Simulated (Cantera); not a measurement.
An isothermal, constant-pressure homogeneous reactor starts with CH4 : CO2 = 1 : 1.2 (molar parts), at 2125 K and 150000 Pa.

Cantera simulation using GRI-Mech 3.0 (53 species, 325 reactions); the numbers are that mechanism's predictions, not measurements.

x: mole fraction; the columns are a selection and need not sum to one.

| t (s) | x CH4 | x CO2 | x H2O2 | x CO | x H | x H2O |
|---|---|---|---|---|---|---|
| 3.00e-6 | 0.438 | 0.541 | <1e-12 | 0.000356 | [?] | 0.000282 |
| 8.42e-6 | 0.381 | 0.526 | 3.99e-12 | 0.00347 | [?] | 0.00209 |
| 2.36e-5 | 0.226 | 0.451 | 2.09e-11 | 0.0253 | [?] | 0.0158 |
| 6.62e-5 | 0.104 | 0.340 | 5.88e-11 | 0.0843 | [?] | 0.0628 |
| 0.000186 | 0.0349 | 0.200 | 1.98e-10 | 0.202 | [?] | 0.159 |
| 0.000521 | 0.0117 | 0.0836 | 4.35e-10 | 0.330 | [?] | 0.221 |
| 0.00146 | 0.00900 | 0.0492 | 2.09e-10 | 0.400 | 0.00167 | 0.172 |
| 0.00410 | 0.00620 | 0.0288 | 6.82e-11 | 0.456 | 0.00180 | 0.111 |
| 0.0115 | 0.00321 | 0.0161 | 2.08e-11 | 0.493 | 0.00190 | 0.0660 |
| 0.0323 | 0.00102 | 0.0103 | 8.47e-12 | 0.511 | 0.00195 | 0.0435 |
| 0.0906 | 3.03e-5 | 0.00905 | 6.60e-12 | 0.514 | 0.00197 | 0.0386 |
| 0.254 | 4.93e-8 | 0.00904 | 6.59e-12 | 0.514 | 0.00197 | 0.0385 |
| 0.713 | 4.93e-8 | 0.00904 | 6.59e-12 | 0.514 | 0.00197 | 0.0385 |
| 2.00 | 4.93e-8 | 0.00904 | 6.59e-12 | 0.514 | 0.00197 | 0.0385 |

### Question
What belongs in the gaps?

### Answer

- 3.00e-6, x H: 9.46e-5
- 8.42e-6, x H: 0.000354
- 2.36e-5, x H: 0.000895
- 6.62e-5, x H: 0.00119
- 0.000186, x H: 0.00132
- 0.000521, x H: 0.00151
